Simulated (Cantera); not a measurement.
An isothermal, constant-pressure homogeneous reactor starts with H2 : O2 : N2 = 0.36 : 1 : 0.32 (molar parts), at 1400 K and 210 Pa.

Model: the H2/O2 subset of GRI-Mech 3.0, which has no nitrogen chemistry, integrated in Cantera. Radical loss at walls, strong at low pressure, is not modelled. The temperature is held fixed by assumption; the heat of reaction is taken as removed at once.

One state of this run: x H2 = 1.98e-5; x O2 = 0.546; x O = 9.46e-5; x H = 2.93e-6; x OH = 0.000704. x: mole fraction; the columns are a selection and need not sum to one.

Task: Which value of t (s) does it belong to?
A) 0.533
B) 0.0711
C) 4.00
D) 30.0

Result: D, 30.0
